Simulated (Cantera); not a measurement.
What does this Cantera script print?

```python
import numpy as np
import cantera as ct

gas = ct.Solution("gri30.yaml")
gas.TPX = 1173, 2400, {'N2O': 1, 'N2': 4.4}
reactor = ct.IdealGasConstPressureReactor(gas, energy="off", clone=False)
net = ct.ReactorNet([reactor])
net.rtol, net.atol = 1e-08, 1e-18
show = ['N2O', 'NO', 'N2', 'NO2', 'O', 'O2']
times = np.geomspace(4e-06, 90, 10)

steps = ct.SolutionArray(gas, extra=["t"])
rows = []
print(f"{'t/s':>10s}{'T/K':>9s}{'P/Pa':>11s}" + "".join(f"{s:>11s}" for s in show))
for t in times:
    while net.time < t:
        t_next = net.step()
        steps.append(gas.state, t=t_next)
    rows.append([np.interp(t, steps.t, y) for y in (steps.T, steps.P, *steps(*show).X.T)])
    print(f"{t:10.3e}{rows[-1][0]:9.1f}{rows[-1][1]:11.4g}" + "".join(f"{x:11.3e}" for x in rows[-1][2:]))
rate = np.gradient(steps.T, steps.t)
print("integrator steps:", len(steps.t))
if steps.T.max() > steps.T[0] + 200:
    print(f"time of steepest temperature rise: {steps.t[rate.argmax()]:.4e} s")
gas.TPX = 1173, 2400, {'N2O': 1, 'N2': 4.4}
gas.equilibrate("TP")
print(f"equilibrium (TP): T = {gas.T:.1f} K  " + "  ".join(f"{s} {gas[s].X[0]:.3e}" for s in show))
```

Result:

```
       t/s      T/K       P/Pa        N2O         NO         N2        NO2          O         O2
 4.000e-06   1173.0       2400  1.852e-01  8.362e-13  8.148e-01  8.463e-25  3.242e-09  4.019e-12
 2.624e-05   1173.0       2400  1.852e-01  3.648e-11  8.148e-01  1.726e-21  2.111e-08  1.753e-10
 1.721e-04   1173.0       2400  1.852e-01  1.488e-09  8.148e-01  2.609e-18  1.318e-07  7.152e-09
 1.129e-03   1173.0       2400  1.852e-01  5.232e-08  8.148e-01  3.226e-15  6.390e-07  2.514e-07
 7.408e-03   1173.0       2400  1.852e-01  9.102e-07  8.148e-01  9.706e-13  1.183e-06  4.375e-06
 4.860e-02   1173.0       2400  1.851e-01  7.207e-06  8.149e-01  5.984e-11  1.190e-06  3.464e-05
 3.188e-01   1173.0       2400  1.846e-01  4.846e-05  8.151e-01  2.428e-09  1.190e-06  2.329e-04
 2.091e+00   1173.0       2400  1.815e-01  3.161e-04  8.166e-01  5.833e-08  1.190e-06  1.520e-03
 1.372e+01   1173.0       2400  1.625e-01  1.954e-03  8.261e-01  5.307e-07  1.188e-06  9.400e-03
 9.000e+01   1173.0       2400  8.035e-02  9.008e-03  8.672e-01  2.727e-06  1.169e-06  4.347e-02
integrator steps: 638
equilibrium (TP): T = 1173.0 K  N2O 1.297e-09  NO 1.090e-04  N2 9.152e-01  NO2 2.063e-07  O 2.642e-08  O2 8.469e-02
```

Detailed kinetics in Cantera: GRI-Mech 3.0 (53 species, 325 reactions). GRI-Mech 3.0 was tuned for natural gas; its chemistry of N2O as a main component is partial and can be far from experiment. Radical loss at walls, strong at low pressure, is not modelled. The mechanism lacks the step 2 NO + O2 → 2 NO2, which can matter for NO2 below about 1400 K. The temperature is held fixed by assumption; the heat of reaction is taken as removed at once.
